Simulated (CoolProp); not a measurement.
Vapour pressure (bar) of dodecamethylcyclohexasiloxane (D6): the reference equation beside estimates from Tc = 372.6 °C, pc = 9.614 bar, ω = 0.736. Clausius-Clapeyron is anchored at 84.05 °C with a constant enthalpy of vaporisation of 63.01 kJ/mol.

Values from CoolProp's reference Helmholtz-energy equation of state, Colonna 2008. It is a short technical equation, of lower accuracy than the large ones.

```csv
T (°C),reference,Lee-Kesler,Clausius-Clapeyron,Redlich-Kwong,Peng-Robinson
41.65,0.0001445,0.0001636,0.0001635,0.01517,0.0002086
52.25,0.0003352,0.0003674,0.0003582,0.02417,0.0004567
62.85,0.0007259,0.0007756,0.0007468,0.03709,0.0009420
73.45,0.001478,0.001548,0.001489,0.05508,0.001841
84.05,0.002848,0.002936,0.002848,0.07941,0.003426
94.65,0.005221,0.005319,0.005249,0.1115,0.006100
105.25,0.009150,0.009243,0.009348,0.1529,0.01043
115.85,0.01540,0.01546,0.01613,0.2052,0.01721
126.45,0.02497,0.02498,0.02705,0.2703,0.02745
137.05,0.03917,0.03910,0.04415,0.3498,0.04247
147.65,0.05961,0.05946,0.07031,0.4456,0.06392
```

Absolute difference from the reference over all 11 rows, mean and median: Lee-Kesler 3.8 and 1.9 %, Clausius-Clapeyron 6.4 and 4.7 %, Redlich-Kwong 3281.4 and 2035.6 %, Peng-Robinson 20.3 and 16.8 %.
